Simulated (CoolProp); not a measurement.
Ethylene at several states: density (kg/m³) from the reference equation and from simpler models built on Tc = 282.4 K, pc = 50.42 bar, ω = 0.087; each cubic takes its own stable root.

Values from CoolProp's reference Helmholtz-energy equation of state, Smukala 2000.

```
T (K)  p (bar)   phase   reference  van der Waals  Redlich-Kwong  Soave-Redlich-Kwong
-----  -------  ------  ----------  -------------  -------------  -------------------
405.9     8.63     gas       7.302          7.322          7.314                7.297
231      0.733     gas       1.080          1.078          1.080                1.080
130        232  liquid  (withheld)     (withheld)     (withheld)           (withheld)
213.9      7.4     gas       13.42     (withheld)     (withheld)                13.31
444.2    0.191     gas      0.1451         0.1451         0.1451               0.1451
```

**Question.** What belongs in the gaps?

**Answer.** 
- 130, reference: 634.5
- 130, van der Waals: 420.4
- 130, Redlich-Kwong: 612.4
- 130, Soave-Redlich-Kwong: 610.3
- 213.9, van der Waals: 12.85
- 213.9, Redlich-Kwong: 13.28
